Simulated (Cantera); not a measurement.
## Stirred combustor or abatement burner

A perfectly stirred reactor is fed with CH4 : C2H6 : O2 : N2 = 1 : 0.25 : 2.4 : 9.01 (molar parts), equivalence ratio 1.2, at 81000 Pa; it is adiabatic with a 725 K inlet, and is followed from long to short residence time, starting on the burning branch (τ in s: 0.18, 0.049, 0.013, 0.0035, 0.00093, 0.00025, 6.6e-05, 1.8e-05, 4.7e-06).

Computed with Cantera and GRI-Mech 3.0 (53 species, 325 reactions).

```
τ (s)    T (K)     x CH4   x C2H6     x O2    x CH2  x CH2CO
-------  -----  --------  -------  -------  -------  -------
0.18      2407   1.36e-6  2.34e-8  0.00113  1.19e-7  8.99e-9
0.049     2395   4.03e-6  8.39e-8  0.00148  3.71e-7  3.09e-8
0.013     2366   1.05e-5  3.02e-7  0.00237  1.00e-6  1.04e-7
0.0035    2314   2.61e-5  1.04e-6  0.00406  2.34e-6  3.40e-7
0.00093   2243   7.24e-5  3.61e-6  0.00657  5.41e-6  1.14e-6
0.00025   2170  0.000238  1.32e-5   0.0101  1.42e-5  4.04e-6
6.6e-5    2069   0.00118  6.80e-5   0.0201  5.04e-5  2.22e-5
1.8e-5     725    0.0790   0.0197    0.190   <1e-12   <1e-12
4.7e-6     725    0.0790   0.0197    0.190   <1e-12   <1e-12
```
x: mole fraction; the columns are a selection and need not sum to one.
